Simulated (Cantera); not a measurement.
# Stirred combustor or abatement burner

A perfectly stirred reactor is fed with 7.22 % CH3OH, 18.0 % O2, 67.8 % N2, 6.93 % H2O, equivalence ratio 0.60, at 10.0 bar; it is adiabatic with a 400 K inlet, and is followed from long to short residence time, starting on the burning branch (τ in s: 0.06, 0.026, 0.011, 0.005, 0.0022, 0.00097, 0.00042, 0.00019, 8.1e-05, 3.6e-05, 1.6e-05).

Computed with Cantera and GRI-Mech 3.0 (53 species, 325 reactions). GRI-Mech 3.0 was tuned for natural gas; its chemistry of methanol as a main component is partial and can be far from experiment.

| τ (s) | T (K) | x CH3OH | x O2 | x HCN | x CH2O | x N2O | x OH | x NO |
|---|---|---|---|---|---|---|---|---|
| 0.060 | 1698 | 3.06e-6 | 0.0696 | 2.60e-11 | 2.04e-6 | 5.06e-7 | 0.000307 | 2.30e-6 |
| 0.026 | 1696 | 6.04e-6 | 0.0697 | 3.39e-11 | 4.04e-6 | 6.95e-7 | 0.000357 | 1.85e-6 |
| 0.011 | 1694 | 1.20e-5 | 0.0698 | 4.75e-11 | 8.06e-6 | 9.69e-7 | 0.000421 | 1.63e-6 |
| 0.0050 | 1690 | 2.26e-5 | 0.0701 | 6.69e-11 | 1.53e-5 | 1.26e-6 | 0.000483 | 1.50e-6 |
| 0.0022 | 1681 | 4.53e-5 | 0.0706 | 9.59e-11 | 3.09e-5 | 1.52e-6 | 0.000534 | 1.31e-6 |
| 0.00097 | 1661 | 0.000101 | 0.0719 | 1.32e-10 | 6.94e-5 | 1.56e-6 | 0.000518 | 9.39e-7 |
| 0.00042 | 400 | 0.0722 | 0.180 | <1e-12 | <1e-12 | <1e-12 | <1e-12 | <1e-12 |
| 0.00019 | 400 | 0.0722 | 0.180 | <1e-12 | <1e-12 | <1e-12 | <1e-12 | <1e-12 |
| 8.1e-5 | 400 | 0.0722 | 0.180 | <1e-12 | <1e-12 | <1e-12 | <1e-12 | <1e-12 |
| 3.6e-5 | 400 | 0.0722 | 0.180 | <1e-12 | <1e-12 | <1e-12 | <1e-12 | <1e-12 |
| 1.6e-5 | 400 | 0.0722 | 0.180 | <1e-12 | <1e-12 | <1e-12 | <1e-12 | <1e-12 |
x: mole fraction; the columns are a selection and need not sum to one.
